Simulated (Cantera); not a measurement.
Mixture: CO : H₂ : O₂ : N₂ = 1 : 0.5 : 0.962 : 3.62 (molar parts), equivalence ratio 0.78, at 9.90 bar, adiabatic and at constant pressure. Ignition delay is the time to a rise of 400 K.

Model: GRI-Mech 3.0 (53 species, 325 reactions), integrated in Cantera. The hydrogen kinetics of GRI-Mech 3.0 are dated; newer H2 mechanisms differ, most at raised pressure. Where the delays flatten at high temperature, the 400 K rule measures the pace of heat release, not the induction time.

Question: What does this change do: CO 1 to 1.9 parts?

Answer: 
```tsv
quantity	before	after
delay at 1025 K	2.36 ms	1.56 ms
delay at 1175 K	56.8 µs	47.0 µs
delay at 1325 K	5.83 µs	6.32 µs
delay at 1475 K	2.72 µs	2.98 µs
delay at 1625 K	1.84 µs	1.99 µs
```
